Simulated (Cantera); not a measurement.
## Pyrogenic steam for wet oxidation

An isothermal, constant-pressure homogeneous reactor starts with H₂ : O₂ : N₂ = 1.6 : 1 : 2.5 (molar parts), equivalence ratio 0.80, at 1000 K and 1.00 bar.

Cantera simulation using the H2/O2 subset of GRI-Mech 3.0, which has no nitrogen chemistry; the numbers are that mechanism's predictions, not measurements. The temperature is held fixed by assumption; the heat of reaction is taken as removed at once.

```tsv
t (s)	x H₂	x O₂	x H₂O₂	x H₂O	x O
9.00e-6	0.314	0.196	<1e-12	3.32e-10	5.03e-11
4.56e-5	0.314	0.196	5.62e-11	2.22e-8	9.85e-10
0.000232	0.308	0.193	8.13e-6	0.00594	0.000166
0.00117	0.143	0.114	0.000168	0.203	1.29e-7
0.00596	0.141	0.113	0.000332	0.205	2.54e-7
0.0302	0.119	0.103	0.000582	0.230	4.43e-7
0.153	0.0496	0.0700	0.000262	0.313	2.97e-7
0.777	0.00159	0.0473	6.60e-6	0.370	3.79e-8
3.94	5.18e-5	0.0465	3.14e-8	0.372	3.21e-10
20.0	3.39e-7	0.0465	9.61e-11	0.372	3.07e-12
```
x: mole fraction; the columns are a selection and need not sum to one.

Equilibrium at this temperature and pressure: H₂ 1.52e-10, O₂ 0.0465, H₂O₂ 2.26e-10, H₂O 0.372, O 3.41e-11 (gas phase only).
